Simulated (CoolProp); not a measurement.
A single-stage vapour-compression cycle with R1336mzz(E): evaporating at 267.15 K (dew point), condensing at 300.15 K (bubble point), superheat 10 K, subcooling 5 K, compressor efficiency 0.85, no pressure losses. Each further row changes one setting.

Values from CoolProp's reference Helmholtz-energy equation of state, Akasaka 2023.

| case | cooling COP | pressure ratio | discharge temperature (K) | refrigerating effect (kJ/kg) | volumetric capacity (kJ/m³) |
|---|---|---|---|---|---|
| as stated | (withheld) | 3.72 | 307.3 | 134 | 547 |
| evaporating temperature 272.15 K | 7.63 | 2.98 | 307.4 | 138 | 694 |
| condensing temperature 295.15 K | 7.51 | (withheld) | 303.0 | 140 | 572 |
| subcooling 10 K | 6.49 | 3.72 | 307.3 | 140 | 572 |
| superheat 20 K | (withheld) | 3.72 | 317.7 | 142 | 558 |
| compressor efficiency 0.75 | 5.47 | 3.72 | 310.6 | 134 | 547 |

### Question
What belongs in the gaps?

### Answer

- as stated, cooling COP: 6.20
- condensing temperature 295.15 K, pressure ratio: 3.12
- superheat 20 K, cooling COP: 6.31
